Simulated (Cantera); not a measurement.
A perfectly stirred reactor is fed with CH₂O : O₂ : N₂ = 0.011 : 0.044 : 1 (molar parts), equivalence ratio 0.25, at 1.00 bar; it is held at 1575 K, and followed from long to short residence time.

Cantera simulation using GRI-Mech 3.0 (53 species, 325 reactions); the numbers are that mechanism's predictions, not measurements.

One state of this run: x CH₂O = 3.76e-6; x O₂ = 0.0313; x CO = 0.000411; x CO₂ = 0.0100; x HCN = <1e-12; x NO₂ = 8.25e-9. x: mole fraction; the columns are a selection and need not sum to one.

Question: Which value of τ (s) does it belong to?
A. 0.0079
B. 0.00041
C. 0.035
D. 0.67

Answer: C, 0.035
